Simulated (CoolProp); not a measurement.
Saturated liquid density (kg/m³) of CHF3 (R23): the reference equation beside estimates from Tc = 299.3 K, pc = 4832 kPa, ω = 0.263. Rackett uses Z = 0.29056 − 0.08775 ω.

Values from CoolProp's reference Helmholtz-energy equation of state, Penoncello 2003.

| T (K) | reference | Rackett | van der Waals | Redlich-Kwong | Soave-Redlich-Kwong | Peng-Robinson |
|---|---|---|---|---|---|---|
| 224.5 | 1309 | 1234 | 740.3 | 1061 | 1111 | 1260 |
| 230.4 | 1283 | 1209 | 725.2 | 1034 | 1085 | 1230 |
| 236.4 | 1254 | 1182 | 709.1 | 1005 | 1056 | 1198 |
| 242.3 | 1225 | 1155 | 692.4 | 975.3 | 1026 | 1164 |
| 248.2 | 1194 | 1126 | 674.8 | 943.5 | 993.4 | 1128 |
| 254.2 | 1161 | 1095 | 655.8 | 909.2 | 958.1 | 1087 |
| 260.1 | 1125 | 1063 | 635.7 | 873.1 | 920.5 | 1044 |
| 266.1 | 1086 | 1027 | 613.6 | 833.5 | 878.8 | 996.2 |
| 272 | 1044 | 988.5 | 589.9 | 791.1 | 833.5 | 943.5 |
| 278 | 995.2 | 944.5 | 562.9 | 743.3 | 781.8 | 883.0 |

Absolute difference from the reference over all 10 rows, mean and median: Rackett 5.6 and 5.7 %, van der Waals 43.5 and 43.5 %, Redlich-Kwong 21.6 and 21.3 %, Soave-Redlich-Kwong 17.6 and 17.1 %, Peng-Robinson 6.6 and 6.0 %.
